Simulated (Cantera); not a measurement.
An isothermal, constant-pressure homogeneous reactor starts with 0.219 % CO, 0.401 % O2, 0.0143 % H2O, 95.4 % N2, 4.01 % H2, equivalence ratio 5.3, at 1125 K and 0.365 atm.

Computed with Cantera and GRI-Mech 3.0 (53 species, 325 reactions).

Q: Predict: x(CO) at 100 s; x(H2O) at 100 s; x(CO2) at 100 s.

A: 
| Item | Result |
|---|---|
| x(CO) at 100 s | 0.00185 (gas-phase equilibrium 0.00181) |
| x(H2O) at 100 s | 0.00783 (gas-phase equilibrium 0.00779) |
| x(CO2) at 100 s | 0.000357 (gas-phase equilibrium 0.000394) |
